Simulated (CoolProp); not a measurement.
A simple Rankine cycle with R365MFC: condensing at 314.15 K, boiler at 1.39 MPa, turbine inlet 414.8 K, turbine efficiency 0.75, pump efficiency 0.6, no recuperator. Each further row changes one setting.

Values from CoolProp's reference Helmholtz-energy equation of state, Lemmon 2016.

| case | thermal efficiency (%) | net work (kJ/kg) | heat in (kJ/kg) | turbine exit temperature (K) | volume ratio over the turbine |
|---|---|---|---|---|---|
| as stated | 12.7 | 35.1 | 276 | 363.4 | 15.8 |
| turbine inlet 434.8 K | 12.5 | 38.3 | 306 | 386.5 | 14.8 |
| condensing temperature 306.15 K | 13.7 | 39.3 | 287 | 359.2 | 21.1 |
| boiler pressure 0.973 MPa | 11.3 | 32.5 | 286 | 374.8 | 9.99 |
| turbine efficiency 0.65 | 10.9 | 30.2 | 276 | 367.8 | 16.0 |
